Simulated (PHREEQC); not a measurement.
A column of 0.2 m (40 cells, dispersivity 0.007 m, 3600 s a shift, diffusion coefficient 3e-10 m²/s) holds 0.035 eq of the database's cation exchanger X per kg of pore water, first in equilibrium with 5.3 mmol/kgw CdCl2, 1.5 mmol/kgw PbCl2 and 0.01 mmol/kgw HCl. It is flushed with 0.016 mol/kgw SrCl2, 0.00047 mol/kgw MgCl2 and 1e-05 mol/kgw HCl, at 15 °C. Values are for the last cell. No CO2 enters from the air. No solid was allowed to form.

All values are PHREEQC results (ion-association model, phreeqc.dat), not measurements.

| pore volumes | Sr in solution (mol/kgw) | Mg in solution (mol/kgw) | Cd in solution (mol/kgw) | Pb in solution (mol/kgw) |
|---|---|---|---|---|
| 0 | 0 | 0 | 0.00530 | 0.00150 |
| 0.4625 | 0 | 1.69e-14 | 0.00532 | 0.00150 |
| 0.9125 | ___ | 9.22e-7 | 0.00859 | 0.00224 |
| 1.363 | ___ | 0.000111 | ___ | 0.00350 |
| 1.812 | 0.00508 | 0.000417 | 0.00535 | 0.00554 |
| 2.263 | 0.0116 | 0.000480 | 0.000980 | 0.00340 |
| 2.712 | 0.0144 | 0.000475 | 0.000143 | 0.00140 |
| 3.163 | 0.0155 | 0.000471 | 1.96e-5 | 0.000505 |
| 3.612 | 0.0158 | 0.000470 | 2.59e-6 | 0.000169 |
| 4.062 | 0.0159 | 0.000470 | 3.33e-7 | 5.37e-5 |
| 4.513 | 0.0160 | 0.000470 | 4.23e-8 | 1.65e-5 |
| 4.963 | 0.0160 | 0.000470 | 5.30e-9 | 4.94e-6 |

Q: Complete the blanks.

A: 
- 0.9125, Sr in solution (mol/kgw): 3.87e-8
- 1.363, Sr in solution (mol/kgw): 0.000214
- 1.363, Cd in solution (mol/kgw): 0.0117

Complexes and solids missing from the database can't appear.
